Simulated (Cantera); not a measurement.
A freely propagating, adiabatic, planar premixed flame of H₂ : O₂ : N₂ = 1 : 0.602 : 2.27 (molar parts), equivalence ratio 0.83, unburnt at 350 K and 120000 Pa; mixture-averaged transport, grid criteria slope 0.08 and curve 0.16, no radiation.

Computed with Cantera and the H2/O2 subset of GRI-Mech 3.0, which has no nitrogen chemistry. Burning velocities carry a grid error of a few per cent, more on coarse grids.

Question: Predict: laminar burning velocity; thermal thickness; peak x(OH); peak x(H₂O₂); peak x(O); peak x(HO₂).

Answer: 
```
Property                    Result
------------------------  --------
laminar burning velocity  228 cm/s
thermal thickness         0.285 mm
peak x(OH)                  0.0137
peak x(H₂O₂)               9.54e-5
peak x(O)                  0.00977
peak x(HO₂)               0.000506
```
